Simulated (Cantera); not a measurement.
Charge: 1 mol TiCl₄, 0.48 mol O₂, equilibrated at 1352 °C and 80.0 Pa.

Cantera equilibrium calculation (NASA polynomials, part measured and part estimated; ideal gas, pure solids and liquids). Candidate condensed phases: Ti, TiCl₂, TiCl₃, TiCl₄, TiO, TiO₂, Ti₂O₃, Ti₃O₅, Ti₄O₇; 15 gas species. Rates play no part.

Base state: Cl 0.755, TiCl₄ 0.203, Cl₂ 0.0282, TiCl₃ 0.0129, TiOCl₂ 0.00140 (mole fractions); condensed: TiO₂(rutile).

Question: What changes in the equilibrium state with this change: TiCl₄ replaced by Ti(OiPr)₄?

Answer: 
```csv
species,before,after
H₂,0,0.737
CO,0,0.261
H,0,0.00214
Cl,0.755,0
TiCl₄,0.203,0
Cl₂,0.0282,0
TiCl₃,0.0129,0
TiOCl₂,0.00140,0
C₂H₂ (acetylene),0,2.62e-5
"TiO₂(rutile), mol",0.478,0
"C(graphite), mol",0,6.04
"TiC(s), mol",0,1.00
```
The feed counts by its element totals alone. TiC: taken at fixed stoichiometry. Further candidate phases: C, C₆H₆, C₇H₈, C₈H₁₈, H₂O, TiC.
